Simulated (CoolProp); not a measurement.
Values from CoolProp's reference Helmholtz-energy equation of state, Schroeder 2014.

### Question
For ethanol, give the phase and the density (kg/m³), cv (kJ/(kg K)), viscosity (µPa s) at 271.85 °C and 2290 kPa.

### Answer
- 271.85 °C and 2290 kPa: gas; density 25.5, cv 2.21, viscosity 16.4

Viscosity comes from a separate model (Kiselev 2005).
